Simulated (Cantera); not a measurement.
A Cantera script and what it prints.

```python
import numpy as np
import cantera as ct

gas_names = """
    H HO2 H2 H2O H2O2 O OH O2 O3 Ti TiO TiO2
""".split()
cond_names = """
    H2O(s) H2O(L) Ti(a) Ti(b) Ti(L) TiO(a) TiO(b) TiO(L) TiO2(ru) TiO2(L) Ti2O3(a) Ti2O3(b) Ti2O3(L)
    Ti3O5(a) Ti3O5(b) Ti3O5(L) Ti4O7(s) Ti4O7(L)
""".split()


# ... load() reads the species with a 1 bar reference pressure and builds the phases ...
atoms = {
    'TiO2': {'Ti': 1, 'O': 2},
    'H2': {'H': 2},
}
top_T = {}  # K; cautious upper limits of use, not melting points


# ... equilibrate(T, P, feed) seeds the gas with the atoms and calls Mixture.equilibrate('TP', solver="vcs", rtol=1e-11, max_steps=5000) ...
results = []
feed = {'TiO2': 1, 'H2': 54}  # mol
P = 1000  # Pa
for T in [1850, 1900, 1950, 2000, 2050, 2100, 2150, 2200]:
    mix = equilibrate(T, P, feed)
    results.append((T, P, feed, dict(zip(mix.species_names, mix.species_moles))))

top = {s: max(r[3][s] / sum(r[3][g] for g in gas_names) for r in results) for s in gas_names}
cols = sorted((s for s in top if top[s] > 0.001), key=lambda s: -top[s])[:8]
seen = [c for c in cond_names if any(r[3].get(c, 0) > 1e-12 for r in results)]
print("log10 of partial pressures in bar; condensed amounts in mol")
print(f"{'T/K':>10s}" + "".join(f"{s[:9]:>10s}" for s in cols + seen))
for T, P, feed, n in results:
    ng = sum(n[g] for g in gas_names)
    print(f"{T:10.4g}" + "".join(f"{np.log10(max(n[s] / ng * P / 1e5, 1e-99)):10.3f}" for s in cols)
          + "".join(f"{n.get(c, 0):10.4g}" for c in seen))
```

It prints:

```
log10 of partial pressures in bar; condensed amounts in mol
       T/K        H2         H       H2O  Ti3O5(b)  Ti3O5(L)
      1850    -2.005    -4.271    -4.211    0.3333         0
      1900    -2.006    -4.103    -4.211    0.3333         0
      1950    -2.008    -3.945    -4.212    0.3332         0
      2000    -2.010    -3.794    -4.213     0.333         0
      2050    -2.013    -3.651    -4.214    0.3324         0
      2100    -2.016    -3.515    -4.215         0    0.3312
      2150    -2.021    -3.386    -4.213         0    0.3288
      2200    -2.027    -3.263    -4.209         0    0.3239
```

Method: chemical equilibrium by Gibbs-energy minimisation in Cantera with the NASA 1993 tables (ideal gas, pure condensed phases).
